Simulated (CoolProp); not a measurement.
R124 at several states: fugacity coefficient from the reference equation and from simpler models built on Tc = 122.3 °C, pc = 3624 kPa, ω = 0.288; each cubic takes its own stable root.

Computed with CoolProp (reference Helmholtz-energy equation of state, de Vries 1995).

```csv
T (°C),p (kPa),phase,reference,van der Waals,Redlich-Kwong,Soave-Redlich-Kwong,Peng-Robinson
-126.95,9200,liquid,1.181e-6,0.002695,8.168e-6,1.376e-6,[?]
147.65,55.8,gas,0.9957,0.9961,0.9956,0.9958,0.9952
86.65,5190,liquid,[?],0.4202,0.3497,0.3183,0.3043
105.85,82.3,gas,0.9909,0.9925,0.9913,0.9911,0.9902
-86.45,295,liquid,[?],[?],[?],0.003273,0.003627
```

**Question.** What belongs in the gaps?

**Answer.** 
- -126.95, Peng-Robinson: 1.651e-6
- 86.65, reference: 0.3058
- -86.45, reference: 0.003252
- -86.45, van der Waals: 0.2267
- -86.45, Redlich-Kwong: 0.01226
